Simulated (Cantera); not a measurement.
Equilibrium for chemical vapour transport: TiO2 + Cl2 + H2

Input: 1 mol TiO2, 0.44 mol Cl2, 0.38 mol H2, equilibrated at 848 K and 4.80 bar.

Cantera equilibrium calculation (NASA polynomials, part measured and part estimated; ideal gas, pure solids and liquids). Candidate condensed phases: H2O, Ti, TiCl2, TiCl3, TiCl4, TiO, TiO2, Ti2O3, Ti3O5, Ti4O7; 23 gas species. Condensed phases not in the tables: TiOCl. Gases not in the tables: TiO(OH)2. Kinetics and transport are ignored.

```json
{
  "x(HCl)": "0.919",
  "x(Cl2)": "0.0733",
  "x(H2O)": "0.00489",
  "x(TiCl4)": "0.00245",
  "x(Cl)": "3.31e-6",
  "n(TiO2(rutile))": "0.998 mol",
  "gas_amount": "0.8180 mol",
  "log10 activity of TiCl4(l) (absent)": "-3.81",
  "log10 activity of TiCl3(s) (absent)": "-9.33",
  "log10 activity of Ti4O7(s) (absent)": "-14.28"
}
```
